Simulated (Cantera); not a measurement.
A perfectly stirred reactor is fed with CH4 : C2H6 : O2 : N2 = 1 : 0.63 : 3.23 : 23.3 (molar parts), equivalence ratio 1.3, at 6.81 atm; it is adiabatic with a 725 K inlet, and is followed from long to short residence time, starting on the burning branch (τ in s: 0.074, 0.031, 0.013, 0.0056, 0.0023, 0.00099, 0.00042, 0.00018, 7.4e-05, 3.1e-05, 1.3e-05, 5.6e-06).

Detailed kinetics in Cantera: GRI-Mech 3.0 (53 species, 325 reactions).

x: mole fraction; the columns are a selection and need not sum to one.

```
τ (s)    T (K)       x CH4      x C2H6        x O2       x CH3      x C2H2      x H2O2
-------  -----  ----------  ----------  ----------  ----------  ----------  ----------
0.074     1848     0.00159     3.06e-6    0.000360     6.51e-5    0.000765     5.98e-9
0.031     1846     0.00196     6.86e-6    0.000706     9.87e-5     0.00104     1.33e-8
0.013     1840     0.00220     1.44e-5     0.00129    0.000141     0.00125     2.92e-8
0.0056    1828     0.00232     2.82e-5     0.00220    0.000192     0.00138     6.20e-8
0.0023    1808     0.00245     5.63e-5     0.00376    0.000255     0.00145     1.35e-7
0.00099   1772     0.00281    0.000115     0.00657    0.000328     0.00144     2.86e-7
0.00042   1643  (withheld)  (withheld)  (withheld)  (withheld)  (withheld)  (withheld)
0.00018    725      0.0355      0.0224       0.115      <1e-12      <1e-12      <1e-12
7.4e-5     725      0.0355      0.0224       0.115      <1e-12      <1e-12      <1e-12
3.1e-5     725      0.0355      0.0224       0.115      <1e-12      <1e-12      <1e-12
1.3e-5     725      0.0355      0.0224       0.115      <1e-12      <1e-12      <1e-12
5.6e-6     725      0.0355      0.0224       0.115      <1e-12      <1e-12      <1e-12
```

**Question.** Fill in the missing entries.

**Answer.** 
- 0.00042, x CH4: 0.00506
- 0.00042, x C2H6: 0.000434
- 0.00042, x O2: 0.0173
- 0.00042, x CH3: 0.000388
- 0.00042, x C2H2: 0.00111
- 0.00042, x H2O2: 8.72e-7
